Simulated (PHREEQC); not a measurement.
Dissolve 0.0016 mol HF and 4.1e-05 mol (NH4)2SiF6 per kg of water at 80 °C. Closed to the air; pH follows from the charge balance.

Model: ion-association model, phreeqc.dat, run in PHREEQC.

| Quantity | Value |
|---|---|
| pH | 3.31 |
| ionic strength | 0.000591 mol/kgw |
| specific conductance | 532 µS/cm |
| total alkalinity | -1.76 meq/kg |

```json
[
 {"species": "HF", "molality": "0.00125", "activity": "0.00125", "log γ": "0.000"},
 {"species": "F-", "molality": "0.000588", "activity": "0.000570", "log γ": "-0.014"},
 {"species": "H+", "molality": "0.000509", "activity": "0.000494", "log γ": "-0.013"},
 {"species": "NH4+", "molality": "8.20e-5", "activity": "7.95e-5", "log γ": "-0.014"},
 {"species": "H4SiO4", "molality": "4.10e-5", "activity": "4.10e-5", "log γ": "0.000"},
 {"species": "HF2-", "molality": "3.15e-6", "activity": "3.06e-6", "log γ": "-0.013"},
 {"species": "NH3", "molality": "2.38e-9", "activity": "2.38e-9", "log γ": "0.000"},
 {"species": "SiF6-2", "molality": "2.01e-9", "activity": "1.77e-9", "log γ": "-0.053"}
]
```

No solid was allowed to form. Away from 25 °C the constants follow the database's enthalpies or fits; those with neither stay at their 25 °C values. SiF6-2 is the database's only silicon fluoride.
